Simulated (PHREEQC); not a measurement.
## Spent oxide etchant (model solution)

Consider water at 25 °C with 0.024 mol/kgw NH4HF2, 0.028 mol/kgw (NH4)2SiF6, 0.002 mol/kgw H3BO3 and 0.16 mol/kgw H2SO4. Closed to the air; pH follows from the charge balance.

Equilibrium calculation in PHREEQC: ion-association model, phreeqc.dat.

No solid was allowed to form.

Task: Estimate the pH, ionic strength, activity of water.

Result: pH 0.87; ionic strength 0.303 mol/kgw; activity of water 0.992.

Task: In which forms is F present?

Result: SiF6-2 78 %, HF 18 %, BF4- 3.7 % of the F.

SiF6-2 is the database's only silicon fluoride. Real BF4- forms and hydrolyses slowly; the run takes it at equilibrium.
